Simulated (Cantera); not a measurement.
Catalytic combustion on Pt

An isothermal plug-flow reactor at 650 K and 5.10 bar (inlet), inlet velocity 0.35 m/s, active area per volume 130 1/m; feed 0.550 % H2, 5.02 % O2, 94.4 % N2.

Detailed kinetics in Cantera: Deutschmann's 1995 Pt surface mechanism with GRI-Mech 3.0 gas chemistry. Catalytic surfaces can have several steady states; this one follows from the mechanism file's or the stated starting coverage. Mass transfer to the wall is taken as infinitely fast.

| z (m) | x H2 | x O2 | x H2O | θ free Pt | θ O* | θ OH* |
|---|---|---|---|---|---|---|
| 0.00014 | 0.00422 | 0.0496 | 0.00128 | 0.146 | 0.841 | 0.0123 |
| 0.00025 | 0.00356 | 0.0493 | 0.00194 | 0.124 | 0.863 | 0.0122 |
| 0.00044 | 0.00280 | 0.0489 | 0.00270 | 0.0986 | 0.890 | 0.0117 |
| 0.00078 | 0.00202 | 0.0485 | 0.00348 | 0.0718 | 0.918 | 0.0107 |
| 0.0014 | 0.00134 | 0.0482 | 0.00417 | 0.0478 | 0.943 | 0.00927 |
| 0.0025 | 0.000835 | 0.0480 | 0.00468 | 0.0300 | 0.962 | 0.00765 |
| 0.0044 | 0.000505 | 0.0478 | 0.00501 | 0.0183 | 0.976 | 0.00613 |
| 0.0078 | 0.000294 | 0.0477 | 0.00522 | 0.0108 | 0.984 | 0.00480 |
| 0.014 | 0.000164 | 0.0477 | 0.00535 | 0.00638 | 0.990 | 0.00372 |
x: gas mole fraction; θ: surface coverage.
